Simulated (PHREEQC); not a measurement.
Consider water at 25 °C with 0.078 mol/kgw FeSO4 and 0.00015 mol/kgw NaH2PO4. Closed to the air; pH follows from the charge balance.

The numbers come from PHREEQC with the ion-association model, wateq4f.dat.

Precipitation was switched off in this run.

Q: What pH, ionic strength does the model give?

A: pH 5.40; ionic strength 0.175 mol/kgw.

Q: In which forms is S present?

A: SO4-2 56 %, FeSO4 44 % of the S.

The solution is supersaturated, for example in Vivianite, so a real one may precipitate; this is no full list. H3PO4, which wateq4f.dat lacks, is added to it with the constant of phreeqc.dat.
